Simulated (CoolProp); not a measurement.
Values from CoolProp's reference Helmholtz-energy equation of state, Penoncello 2003.

### Question
For CHF3 (R23), give the phase and the cp (kJ/(kg K)), Joule-Thomson coefficient (K/MPa) at 440.4 K and 0.0248 MPa.

### Answer
- 440.4 K and 0.0248 MPa: gas; cp 0.922, Joule-Thomson coefficient 4.31
